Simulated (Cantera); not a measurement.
## Adiabatic ignition

An adiabatic, constant-volume homogeneous reactor starts with 5.95 % CH₄, 1.13 % H₂, 14.0 % O₂, 76.7 % N₂, 2.26 % CO₂, equivalence ratio 0.89, at 1050 K and 10.0 bar.

Detailed kinetics in Cantera: GRI-Mech 3.0 (53 species, 325 reactions).

| t (s) | T (K) | P (bar) | x CH₄ | x H₂ | x O₂ | x CO₂ | x CH₂ | x H₂O₂ |
|---|---|---|---|---|---|---|---|---|
| 4.00e-6 | 1050 | 10.0 | 0.0595 | 0.0113 | 0.140 | 0.0226 | <1e-12 | 1.68e-12 |
| 1.23e-5 | 1050 | 10.0 | 0.0595 | 0.0113 | 0.140 | 0.0226 | <1e-12 | 1.63e-11 |
| 3.76e-5 | 1050 | 10.0 | 0.0595 | 0.0113 | 0.140 | 0.0226 | <1e-12 | 1.63e-10 |
| 0.000115 | 1050 | 10.0 | 0.0595 | 0.0113 | 0.140 | 0.0226 | <1e-12 | 1.71e-9 |
| 0.000353 | 1050 | 10.0 | 0.0595 | 0.0113 | 0.140 | 0.0226 | <1e-12 | 1.77e-8 |
| 0.00108 | 1050 | 10.0 | 0.0595 | 0.0113 | 0.140 | 0.0226 | <1e-12 | 1.94e-7 |
| 0.00332 | 1051 | 10.0 | 0.0594 | 0.0112 | 0.140 | 0.0226 | 1.07e-12 | 9.05e-6 |
| 0.0102 | 2569 | 24.5 | <1e-12 | 0.00173 | 0.0149 | 0.0754 | <1e-12 | 6.19e-7 |
| 0.0312 | 2568 | 24.5 | <1e-12 | 0.00174 | 0.0146 | 0.0754 | <1e-12 | 6.12e-7 |
| 0.0957 | 2568 | 24.5 | <1e-12 | 0.00174 | 0.0146 | 0.0754 | <1e-12 | 6.12e-7 |
| 0.294 | 2568 | 24.5 | <1e-12 | 0.00174 | 0.0146 | 0.0754 | <1e-12 | 6.12e-7 |
| 0.900 | 2568 | 24.5 | <1e-12 | 0.00174 | 0.0146 | 0.0754 | <1e-12 | 6.12e-7 |
x: mole fraction; the columns are a selection and need not sum to one.

```yaml
time_of_steepest_temperature_rise: 7.40 ms
temperature at 0.900 s: 2568 K
equilibrium_temperature: 2568 K
x(CH₄) at 0.900 s: <1e-12 (gas-phase equilibrium <1e-12)
x(H₂) at 0.900 s: 0.00174 (gas-phase equilibrium 0.00174)
x(O₂) at 0.900 s: 0.0146 (gas-phase equilibrium 0.0146)
```
